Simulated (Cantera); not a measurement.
## Gas-phase reforming

An isothermal, constant-pressure homogeneous reactor starts with CH4 : H2O = 1 : 0.44 (molar parts), at 2073 K and 7500 Torr.

Detailed kinetics in Cantera: GRI-Mech 3.0 (53 species, 325 reactions). GRI-Mech 3.0 stops at C3 and has no aromatics, soot or wall deposition, so with more carbon than oxygen in the feed, carbon stays in small species such as C2H2 where larger ones or solid carbon would form.

| t (s) | x CH4 | x H2O | x CH2CO | x CO2 | x CO | x H |
|---|---|---|---|---|---|---|
| 4.00e-6 | 0.510 | 0.282 | 8.52e-6 | 1.03e-6 | 0.000602 | 0.000253 |
| 1.90e-5 | 0.257 | 0.227 | 9.14e-5 | 2.76e-5 | 0.00292 | 0.000451 |
| 9.06e-5 | 0.0979 | 0.187 | 0.000107 | 0.000279 | 0.00981 | 0.000587 |
| 0.000431 | 0.0374 | 0.145 | 8.40e-5 | 0.00142 | 0.0335 | 0.000662 |
| 0.00205 | 0.0263 | 0.0732 | 3.48e-5 | 0.00205 | 0.0915 | 0.000694 |
| 0.00976 | 0.0197 | 0.0101 | 5.43e-6 | 0.000425 | 0.147 | 0.000715 |
| 0.0464 | 0.0186 | 1.57e-5 | 2.05e-6 | 6.90e-7 | 0.156 | 0.000718 |
| 0.221 | 0.0186 | 1.01e-5 | 2.05e-6 | 4.43e-7 | 0.156 | 0.000718 |
| 1.05 | 0.0186 | 1.01e-5 | 2.05e-6 | 4.43e-7 | 0.156 | 0.000718 |
| 5.00 | 0.0186 | 1.01e-5 | 2.05e-6 | 4.43e-7 | 0.156 | 0.000718 |
x: mole fraction; the columns are a selection and need not sum to one.

Equilibrium at this temperature and pressure: CH4 0.0186, H2O 1.02e-5, CH2CO 2.05e-6, CO2 4.48e-7, CO 0.156, H 0.000718 (gas phase only).
